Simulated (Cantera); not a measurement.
A Cantera script and its output.

```python
import numpy as np
import cantera as ct

gas = ct.Solution("gri30.yaml")
gas.TPX = 325, 52000, {'C3H8': 1, 'O2': 11.1, 'N2': 41.8, 'H2': 2.8}
inlet = ct.Reservoir(gas, clone=True)
gas.equilibrate("HP")  # start burning
reactor = ct.IdealGasConstPressureReactor(gas, energy="on", clone=False)
exhaust = ct.Reservoir(gas, clone=True)
tau = [0.088, 0.028, 0.0092, 0.003, 0.00095, 0.00031, 9.9e-05, 3.2e-05, 1e-05][0]
for a, b in ((inlet, reactor), (reactor, exhaust)):
    ct.MassFlowController(a, b, mdot=lambda t: reactor.mass / tau)
net = ct.ReactorNet([reactor])
show = ['C3H8', 'O2', 'NO2', 'CH2', 'OH']

rows = []
print(f"{'tau/s':>10s}{'T/K':>9s}" + "".join(f"{s:>11s}" for s in show))
for tau in [0.088, 0.028, 0.0092, 0.003, 0.00095, 0.00031, 9.9e-05, 3.2e-05, 1e-05]:
    net.initial_time = 0.0
    net.advance(30 * tau)
    before = gas.X
    net.advance(40 * tau)
    drift = np.max(np.abs(gas.X - before) / (gas.X + 1e-9))
    rows.append([gas.T, *gas[show].X, drift])
    print(f"{tau:10.3e}{gas.T:9.1f}" + "".join(f"{x:11.3e}" for x in gas[show].X))
```

Result:

```
     tau/s      T/K       C3H8         O2        NO2        CH2         OH
 8.800e-02   1695.6  1.157e-06  8.323e-02  1.201e-08  3.271e-08  1.752e-03
 2.800e-02   1681.6  2.372e-06  8.331e-02  7.119e-09  8.395e-08  2.428e-03
 9.200e-03   1656.8  4.689e-06  8.362e-02  4.510e-09  1.982e-07  3.197e-03
 3.000e-03   1613.8  9.666e-06  8.450e-02  3.188e-09  4.397e-07  3.918e-03
 9.500e-04   1541.8  2.330e-05  8.688e-02  2.121e-09  9.525e-07  4.262e-03
 3.100e-04   1426.7  7.980e-05  9.378e-02  9.687e-10  2.269e-06  3.681e-03
 9.900e-05    325.0  1.764e-02  1.958e-01  1.535e-20  4.185e-34 -2.715e-26
 3.200e-05    325.0  1.764e-02  1.958e-01  1.097e-24  8.590e-35 -1.186e-29
 1.000e-05    325.0  1.764e-02  1.958e-01  6.931e-26  1.775e-36  1.666e-31
```

Model: GRI-Mech 3.0 (53 species, 325 reactions), integrated in Cantera. GRI-Mech 3.0 was tuned for natural gas; its chemistry of propane as a main component is partial and can be far from experiment.
